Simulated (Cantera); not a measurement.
Charge: 1 mol Al₂O₃, 2 mol HBr, 1.1 mol N₂, equilibrated at 0.00133 bar.

Equilibrium computed with Cantera from the NASA thermochemical tables; the gas is ideal and each condensed phase is pure. Candidate condensed phases: Al, AlBr₃, AlN, Al₂O₃, Br₂, H₂O; 41 gas species. Rates play no part.

x: gas mole fraction; n: condensed amount in mol.

| T (°C) | x HBr | x N₂ | x Br | x H₂ | x H | n Al₂O₃(s) |
|---|---|---|---|---|---|---|
| 552 | 0.645 | 0.355 | 0.000119 | 0.000143 | 2.60e-12 | 1.000 |
| 627 | 0.644 | 0.355 | [?] | [?] | [?] | 1.000 |
| 702 | 0.643 | 0.355 | 0.00144 | 0.000871 | 9.25e-10 | 1.000 |
| 777 | 0.640 | 0.354 | 0.00362 | 0.00198 | 9.89e-9 | 1.000 |
| 852 | 0.634 | 0.353 | 0.00794 | 0.00415 | 7.84e-8 | 1.000 |
| 927 | 0.624 | 0.352 | 0.0156 | 0.00800 | 4.83e-7 | 1.000 |
| 1002 | 0.607 | 0.350 | [?] | [?] | [?] | 1.000 |
| 1077 | 0.582 | 0.347 | 0.0467 | 0.0236 | 1.00e-5 | 1.000 |
| 1152 | 0.548 | 0.342 | 0.0726 | 0.0365 | 3.57e-5 | 0.999 |
| 1227 | 0.504 | 0.336 | 0.106 | 0.0531 | 0.000111 | 0.999 |
| 1302 | 0.451 | 0.329 | 0.146 | 0.0729 | 0.000307 | 0.999 |
| 1377 | 0.392 | 0.321 | 0.190 | 0.0947 | 0.000766 | 0.999 |

Problem. Some entries are withheld; supply them.

Solution. 
- 1002, x Br: 0.0281
- 1002, x H₂: 0.0142
- 1002, x H: 2.41e-6
- 627, x Br: 0.000471
- 627, x H₂: 0.000359
- 627, x H: 6.07e-11
